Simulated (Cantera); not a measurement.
Cantera run:

```python
import numpy as np
import cantera as ct

gas_names = """
    B BH BH2 BH3 BO BO2 B2 B2O B2O2 B2O3 B3O3H3 H HBO HBO2 HO2 H2 H2O H2O2 H3B3O6 O OH O2 O3
""".split()
cond_names = """
    B(b) B(L) B2O3(L) B3O3H3(cr) H2O(s) H2O(L)
""".split()


# ... load() reads the species with a 1 bar reference pressure and builds the phases ...
atoms = {
    'B': {'B': 1},
    'O2': {'O': 2},
    'H2': {'H': 2},
}
top_T = {}  # K; cautious upper limits of use, not melting points


# ... equilibrate(T, P, feed) seeds the gas with the atoms and calls Mixture.equilibrate('TP', solver="vcs", rtol=1e-11, max_steps=5000) ...
results = []
T = 825  # K
P = 133.322  # Pa
for m in [0.7, 0.92, 1.2, 1.6, 2.2, 2.9, 3.8]:
    feed = {'B': 1, 'O2': m, 'H2': 35}  # mol
    mix = equilibrate(T, P, feed)
    results.append((T, P, feed, dict(zip(mix.species_names, mix.species_moles))))

top = {s: max(r[3][s] / sum(r[3][g] for g in gas_names) for r in results) for s in gas_names}
cols = sorted((s for s in top if top[s] > 1e-05), key=lambda s: -top[s])[:5]
seen = [c for c in cond_names if any(r[3].get(c, 0) > 1e-12 for r in results)]
print("log10 of partial pressures in bar; condensed amounts in mol")
print(f"{'n(O2)':>10s}" + "".join(f"{s[:9]:>10s}" for s in cols + seen))
for T, P, feed, n in results:
    ng = sum(n[g] for g in gas_names)
    print(f"{feed['O2']:10.4g}" + "".join(f"{np.log10(max(n[s] / ng * P / 1e5, 1e-99)):10.3f}" for s in cols)
          + "".join(f"{n.get(c, 0):10.4g}" for c in seen))
```

Output:

```
log10 of partial pressures in bar; condensed amounts in mol
     n(O2)        H2       H2O    H3B3O6    B3O3H3      B(b)   B2O3(L)
       0.7    -2.875   -12.392   -19.695    -6.658    0.0609    0.4609
      0.92    -2.879    -4.888    -8.439   -17.927         0    0.4998
       1.2    -2.886    -4.465    -7.805   -18.582         0    0.4994
       1.6    -2.897    -4.189    -7.391   -19.027         0    0.4984
       2.2    -2.913    -3.957    -7.043   -19.423         0    0.4964
       2.9    -2.932    -3.786    -6.787   -19.737         0    0.4935
       3.8    -2.958    -3.635    -6.559   -20.043         0    0.4891
```

Method: chemical equilibrium by Gibbs-energy minimisation in Cantera with the NASA 1993 tables (ideal gas, pure condensed phases). Gases not in the tables: H3BO3.
